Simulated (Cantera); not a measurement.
What does this Cantera script print?

```python
import numpy as np
import cantera as ct

gas_names = [...]  # 116 gases of nasa_gas.yaml made of C, H, Mg, O
cond_names = """
    C(gr) C6H6(L) C7H8(L) C8H18(L),n-octa H2O(s) H2O(L) Mg(cr) Mg(L) MgCO3(s) MgO(s) MgO(L) MgO2H2(s)
""".split()


# ... load() reads the species with a 1 bar reference pressure and builds the phases ...
atoms = {
    'MgO': {'Mg': 1, 'O': 1},
    'CH4': {'C': 1, 'H': 4},
    'CO': {'C': 1, 'O': 1},
}
top_T = {'C(gr)': 4500}  # K; cautious upper limits of use, not melting points


# ... equilibrate(T, P, feed) seeds the gas with the atoms and calls Mixture.equilibrate('TP', solver="vcs", rtol=1e-11, max_steps=5000) ...
results = []
feed = {'MgO': 1, 'CH4': 0.44, 'CO': 0.075}  # mol
P = 130000  # Pa
for T in [1700, 1775, 1850, 1925, 2000, 2075, 2150, 2225, 2300, 2375, 2450, 2525, 2600]:
    mix = equilibrate(T, P, feed)
    results.append((T, P, feed, dict(zip(mix.species_names, mix.species_moles))))
    x = sorted(zip(gas.X, gas.species_names), reverse=True)
    print(f"T = {T:g} K  P = {P:g} Pa  gas = {mix.phase_moles(0):.4g} mol")
    print("   x: " + "  ".join(f"{s} {v:.3e}" for v, s in x if v > 1e-06))
    print("   condensed (mol): " + ("  ".join(f"{mix.phase(i).name} {mix.phase_moles(i):.4g}"
          for i in range(1, mix.n_phases) if mix.phase_moles(i) > 1e-12) or "none"))
```

Result:

```
T = 1700 K  P = 130000 Pa  gas = 0.9567 mol
   x: H2 9.172e-01  CO 7.983e-02  Mg 1.461e-03  CH4 1.198e-03  H 1.238e-04  C2H2,acetylene 6.733e-05  H2O 4.593e-05  MgH 1.997e-05  C2H4 3.913e-06  CH3 3.288e-06  CO2 1.170e-06
   condensed (mol): C(gr) 0.4373  MgO(s) 0.9986
T = 1775 K  P = 130000 Pa  gas = 0.9709 mol
   x: H2 9.042e-01  CO 8.585e-02  Mg 8.515e-03  CH4 8.898e-04  H 2.414e-04  C2H2,acetylene 1.287e-04  MgH 1.227e-04  H2O 3.263e-05  CH3 4.813e-06  C2H4 4.220e-06
   condensed (mol): C(gr) 0.4305  MgO(s) 0.9916
T = 1850 K  P = 130000 Pa  gas = 1.029 mol
   x: H2 8.529e-01  CO 1.093e-01  Mg 3.594e-02  CH4 6.191e-04  MgH 5.321e-04  H 4.363e-04  C2H2,acetylene 2.231e-04  H2O 2.715e-05  CH3 6.380e-06  C2H4 4.131e-06  MgOH 1.039e-06
   condensed (mol): C(gr) 0.4014  MgO(s) 0.9625
T = 1925 K  P = 130000 Pa  gas = 1.221 mol
   x: H2 7.182e-01  CO 1.709e-01  Mg 1.079e-01  MgH 1.544e-03  H 7.106e-04  CH4 3.503e-04  C2H2,acetylene 3.289e-04  H2O 2.551e-05  CH3 6.927e-06  C2H4 3.199e-06  MgOH 2.741e-06  Mg2 2.118e-06  CO2 1.410e-06
   condensed (mol): C(gr) 0.3051  MgO(s) 0.8663
T = 2000 K  P = 130000 Pa  gas = 1.831 mol
   x: H2 4.782e-01  CO 2.807e-01  Mg 2.368e-01  MgH 2.900e-03  H 9.863e-04  C2H2,acetylene 2.753e-04  CH4 1.092e-04  H2O 2.362e-05  Mg2 9.259e-06  MgOH 5.925e-06  CH3 4.460e-06  CO2 3.024e-06  C2H4 1.153e-06
   condensed (mol): MgO(s) 0.5612
T = 2075 K  P = 130000 Pa  gas = 1.833 mol
   x: H2 4.775e-01  CO 2.808e-01  Mg 2.369e-01  MgH 3.031e-03  H 1.614e-03  H2O 6.615e-05  C2H2,acetylene 3.180e-05  CH4 2.407e-05  MgOH 1.458e-05  Mg2 8.447e-06  CO2 8.015e-06  CH3 1.593e-06
   condensed (mol): MgO(s) 0.56
T = 2150 K  P = 130000 Pa  gas = 1.835 mol
   x: H2 4.766e-01  CO 2.807e-01  Mg 2.368e-01  MgH 3.154e-03  H 2.554e-03  H2O 1.720e-04  MgOH 3.363e-05  CO2 1.981e-05  Mg2 7.717e-06  CH4 5.904e-06  C2H2,acetylene 4.281e-06
   condensed (mol): MgO(s) 0.5596
T = 2225 K  P = 130000 Pa  gas = 1.836 mol
   x: H2 4.751e-01  CO 2.804e-01  Mg 2.368e-01  H 3.916e-03  MgH 3.273e-03  H2O 4.179e-04  MgOH 7.309e-05  CO2 4.597e-05  Mg2 7.075e-06  CH4 1.595e-06
   condensed (mol): MgO(s) 0.559
T = 2300 K  P = 130000 Pa  gas = 1.839 mol
   x: H2 4.728e-01  CO 2.799e-01  Mg 2.369e-01  H 5.836e-03  MgH 3.387e-03  H2O 9.531e-04  MgOH 1.506e-04  CO2 1.007e-04  Mg2 6.514e-06  MgO 2.652e-06  OH 1.896e-06
   condensed (mol): MgO(s) 0.5578
T = 2375 K  P = 130000 Pa  gas = 1.844 mol
   x: H2 4.690e-01  CO 2.791e-01  Mg 2.374e-01  H 8.471e-03  MgH 3.497e-03  H2O 2.049e-03  MgOH 2.953e-04  CO2 2.089e-04  MgO 7.757e-06  OH 6.589e-06  Mg2 6.035e-06
   condensed (mol): MgO(s) 0.5553
T = 2450 K  P = 130000 Pa  gas = 1.852 mol
   x: H2 4.630e-01  CO 2.777e-01  Mg 2.386e-01  H 1.199e-02  H2O 4.158e-03  MgH 3.606e-03  MgOH 5.532e-04  CO2 4.118e-04  MgO 2.122e-05  OH 2.104e-05  Mg2 5.640e-06  MgO2H2 3.043e-06
   condensed (mol): MgO(s) 0.5504
T = 2525 K  P = 130000 Pa  gas = 1.864 mol
   x: H2 4.534e-01  CO 2.754e-01  Mg 2.411e-01  H 1.655e-02  H2O 7.959e-03  MgH 3.716e-03  MgOH 9.925e-04  CO2 7.715e-04  OH 6.197e-05  MgO 5.457e-05  MgO2H2 8.540e-06  Mg2 5.342e-06  O 1.482e-06
   condensed (mol): MgO(s) 0.5416
T = 2600 K  P = 130000 Pa  gas = 1.884 mol
   x: H2 4.386e-01  CO 2.719e-01  Mg 2.456e-01  H 2.230e-02  H2O 1.433e-02  MgH 3.831e-03  MgOH 1.707e-03  CO2 1.373e-03  OH 1.686e-04  MgO 1.327e-04  MgO2H2 2.203e-05  O 5.545e-06  Mg2 5.155e-06
   condensed (mol): MgO(s) 0.5265
```

These are equilibrium values from Cantera (NASA tables, ideal gas, pure condensed phases), not measurements of a reactor. The tables' values for MgH are old estimates; treat these amounts as uncertain.
